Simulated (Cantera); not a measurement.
A perfectly stirred reactor is fed with 2.94 % C₃H₈, 97.1 % H₂, at 0.000918 atm; it is held at 1925 K, and followed from long to short residence time.

Model: GRI-Mech 3.0 (53 species, 325 reactions), integrated in Cantera. GRI-Mech 3.0 was tuned for natural gas; its chemistry of propane as a main component is partial and can be far from experiment. GRI-Mech 3.0 stops at C3 and has no aromatics, soot or wall deposition, so with more carbon than oxygen in the feed, carbon stays in small species such as C2H2 where larger ones or solid carbon would form. Radical loss at walls, strong at low pressure, is not modelled.

### Question
Predict: x(C₃H₈) at τ = 6.20 s; x(H₂) at τ = 6.20 s; x(CH₄) at τ = 6.20 s; x(C₂H₆) at τ = 6.20 s; x(C₂H₄) at τ = 6.20 s; x(C₃H₈) at τ = 60.0 ms; x(H₂) at τ = 60.0 ms; x(CH₄) at τ = 60.0 ms; x(C₂H₆) at τ = 60.0 ms; x(C₂H₄) at τ = 60.0 ms.

### Answer
* **x(C₃H₈) at τ = 6.20 s**: 1.29e-6
* **x(H₂) at τ = 6.20 s**: 0.948
* **x(CH₄) at τ = 6.20 s**: 0.00481
* **x(C₂H₆) at τ = 6.20 s**: 1.78e-7
* **x(C₂H₄) at τ = 6.20 s**: 2.38e-5
* **x(C₃H₈) at τ = 60.0 ms**: 0.000143
* **x(H₂) at τ = 60.0 ms**: 0.933
* **x(CH₄) at τ = 60.0 ms**: 0.0304
* **x(C₂H₆) at τ = 60.0 ms**: 1.21e-5
* **x(C₂H₄) at τ = 60.0 ms**: 0.00150
